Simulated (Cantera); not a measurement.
# Thermodynamics of silicon etching in halogen gases, feed Si + HF + H2 + Cl2

A closed system holds: 1 mol Si, 3.6 mol HF, 50 mol H2, 0.78 mol Cl2, equilibrated at 1102 °C and 1000 Pa.

Equilibrium computed with Cantera from the NASA thermochemical tables; the gas is ideal and each condensed phase is pure. Candidate condensed phases: Si; 37 gas species. The tables' values for SiF3, SiF2, SiCl3 are old estimates; treat these amounts as uncertain. Equilibrium is a limit: real reactors are often held back by kinetics, nucleation or transport.

The x(H2) is 0.952, the x(HCl) is 0.0274 and the x(SiF4) is 0.0126. The x(SiF3) is 0.00335 and the x(HF) is 0.00192. The x(SiHF3) is 0.00115 and the x(SiCl2) comes out as 0.000858. The x(SiF2) is 0.000642 and the x(SiH2F2) is 4.91e-5. The gas amount comes out as 53.55 mol. The log10 activity of Si(s) (absent) is -0.42.
